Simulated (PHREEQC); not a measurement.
Solution (4.7 °C): 0.0015 mol HCl, 0.022 mol Li2SO4 and 0.0072 mol MgSO4 per kg of water. Closed to the air; pH follows from the charge balance.

Model: ion-association model, phreeqc.dat, run in PHREEQC.

```tsv
quantity	before	after
pH	3.12	4.96
ionic strength (mol/kgw)	0.0809	0.0816
SO4-2 (mol/kgw)	0.0241	0.0233
LiSO4- (mol/kgw)	0.00184	0.00178
HSO4- (mol/kgw)	0.000604	8.45e-6
```

**Question.** Which change was made?
A) MgSO4 replaced by Fe2(SO4)3 at the same molality
B) 0.041 mol/kgw (CH3)4NCl added
C) temperature from 4.7 to 90 °C
D) MgSO4 from 0.0072 to 0.0036 mol/kgw
E) HCl replaced by AlCl3 at the same molality

**Answer.** E, HCl replaced by AlCl3 at the same molality

This is a speciation only: nothing precipitates in the calculation. Some of these states are supersaturated (in Gibbsite (slow to form), for instance). Constants without temperature data keep their 25 °C values here.
